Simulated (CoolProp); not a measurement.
Vapour-liquid equilibrium of R13 (1) + R11 (2) at 2.58 bar; x and y are mole fractions of (1).

Model: multi-fluid Helmholtz-energy mixture model, Platzer 1990 and Jacobsen 1992; pair parameters Bell 2016, in CoolProp. This equation is an older, rougher fit; its heat capacities, sound speeds and derivatives of the liquid may be far off and weren't checked against measurements.

Task: Give the bubble temperature and the first vapour's composition at x = 0.05, 0.425, 0.575. Is there an azeotrope?

Result: x = 0.05: 15.7 °C, y = 0.705; x = 0.425: -47.0 °C, y = 0.990; x = 0.575: -52.1 °C, y = 0.994. No azeotrope shows between x = 0.05 and 0.95.

The pair parameters rest on a limited set of measurements; away from them the model extrapolates. With so large a gap from Raoult's law the liquid may split in two, which this calculation doesn't test in full.
